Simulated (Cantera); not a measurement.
An isothermal, constant-pressure homogeneous reactor starts with NO : N2 = 1 : 0.11 (molar parts), at 1850 K and 3500 Pa. Integrator tolerance rtol = 1e-08.

Cantera simulation using GRI-Mech 3.0 (53 species, 325 reactions); the numbers are that mechanism's predictions, not measurements. Radical loss at walls, strong at low pressure, is not modelled.

Task: What does this change do: NO 1 to 0.13 parts?

Result: 
```json
[
 {"quantity": "x(NO) at 40.0 s", "before": "0.248 (gas-phase equilibrium 0.00598)", "after": "0.216 (gas-phase equilibrium 0.00534)"},
 {"quantity": "x(N2O) at 40.0 s", "before": "1.64e-5 (gas-phase equilibrium 5.32e-8)", "after": "1.39e-5 (gas-phase equilibrium 5.47e-8)"},
 {"quantity": "x(N2) at 40.0 s", "before": "0.425 (gas-phase equilibrium 0.546)", "after": "0.621 (gas-phase equilibrium 0.726)"},
 {"quantity": "x(O2) at 40.0 s", "before": "0.326 (gas-phase equilibrium 0.447)", "after": "0.163 (gas-phase equilibrium 0.268)"},
 {"quantity": "x(NO2) at 40.0 s", "before": "0.000129 (gas-phase equilibrium 3.69e-6)", "after": "7.95e-5 (gas-phase equilibrium 2.55e-6)"},
 {"quantity": "x(O) at 40.0 s", "before": "0.000601 (gas-phase equilibrium 0.000693)", "after": "0.000428 (gas-phase equilibrium 0.000537)"}
]
```
